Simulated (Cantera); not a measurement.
# Ignition delay

Mixture: 4.29 % CO, 5.15 % H2, 1.16 % CH4, 16.0 % O2, 73.4 % N2, at 6900 Torr, adiabatic and at constant volume. Ignition delay is the time to a rise of 400 K.

Model: GRI-Mech 3.0 (53 species, 325 reactions), integrated in Cantera. Where the delays flatten at high temperature, the 400 K rule measures the pace of heat release, not the induction time.

| T0 (K) | delay (ms) |
|---|---|
| 1150 | 0.262 |
| 1250 | 0.0360 |
| 1350 | 0.0113 |
| 1450 | 0.00578 |
| 1550 | 0.00369 |
| 1650 | 0.00268 |
| 1750 | 0.00214 |
| 1850 | 0.00184 |
